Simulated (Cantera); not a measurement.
Equilibrium for sublimation and decomposition of ceramics: ZrN + N2

Charge: 1 mol ZrN, 4.2 mol N2, at 1502 °C and 113 Torr.

These are equilibrium values from Cantera (NASA tables, ideal gas, pure condensed phases), not measurements of a reactor. Candidate condensed phases: Zr, ZrN; 4 gas species. ZrN: taken at fixed stoichiometry. The numbers say what is thermodynamically allowed, not how fast it happens.

```json
{
 "x(N2)": "1.00",
 "n(ZrN(s))": "1.00 mol",
 "gas_amount": "4.200 mol",
 "log10 activity of Zr(β) (absent)": "-5.53"
}
```
